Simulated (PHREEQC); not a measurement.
Dissolve 0.11 mol CdCl2, 0.027 mol MgSO4 and 0.00018 mol NaCl per kg of water at 20 °C. Closed to the air; pH follows from the charge balance.

Computed with PHREEQC (ion-association model, wateq4f.dat).

Each row changes one thing in this solution. This is a speciation only: nothing precipitates in the calculation.

```json
[
 {"case": "as made", "pH": "5.49", "ionic strength (mol/kgw)": "0.203", "CdCl2 (mol/kgw)": "0.0162", "CdCl3- (mol/kgw)": "0.00112", "CdOHCl (mol/kgw)": "5.34e-6", "CdOH+ (mol/kgw)": "1.45e-7", "SI of CdOHCl (CdOHCl)": "-1.41", "SI of Halite (NaCl)": "-6.52"},
 {"case": "temperature from 20 to 70 °C", "pH": "5.32", "ionic strength (mol/kgw)": "0.186", "CdCl2 (mol/kgw)": "0.0173", "CdCl3- (mol/kgw)": "0.00224", "CdOHCl (mol/kgw)": "8.92e-6", "CdOH+ (mol/kgw)": "2.35e-6", "SI of CdOHCl (CdOHCl)": "-0.85", "SI of Halite (NaCl)": "-6.66"},
 {"case": "MgSO4 from 0.027 to 0.0243 mol/kgw", "pH": "5.48", "ionic strength (mol/kgw)": "0.197", "CdCl2 (mol/kgw)": "0.0163", "CdCl3- (mol/kgw)": "0.00113", "CdOHCl (mol/kgw)": "5.31e-6", "CdOH+ (mol/kgw)": "1.44e-7", "SI of CdOHCl (CdOHCl)": "-1.41", "SI of Halite (NaCl)": "-6.52"},
 {"case": "0.023 mol/kgw Na2SO4 added", "pH": "5.55", "ionic strength (mol/kgw)": "0.247", "CdCl2 (mol/kgw)": "0.0154", "CdCl3- (mol/kgw)": "0.00111", "CdOHCl (mol/kgw)": "5.67e-6", "CdOH+ (mol/kgw)": "1.53e-7", "SI of CdOHCl (CdOHCl)": "-1.38", "SI of Halite (NaCl)": "-4.12"},
 {"case": "MgSO4 left out", "pH": "5.39", "ionic strength (mol/kgw)": "0.132", "CdCl2 (mol/kgw)": "0.0178", "CdCl3- (mol/kgw)": "0.00115", "CdOHCl (mol/kgw)": "4.80e-6", "CdOH+ (mol/kgw)": "1.28e-7", "SI of CdOHCl (CdOHCl)": "-1.46", "SI of Halite (NaCl)": "-6.51"},
 {"case": "NaCl replaced by Na2B4O7 at the same molality", "pH": "7.29", "ionic strength (mol/kgw)": "0.203", "CdCl2 (mol/kgw)": "0.0161", "CdCl3- (mol/kgw)": "0.00112", "CdOHCl (mol/kgw)": "0.000336", "CdOH+ (mol/kgw)": "9.14e-6", "SI of CdOHCl (CdOHCl)": "+0.39", "SI of Halite (NaCl)": "-6.22"}
]
```

Some of these states are supersaturated (in CdOHCl, for instance). At this temperature some constants are extrapolated from 25 °C, and those without enthalpy data are left unchanged.
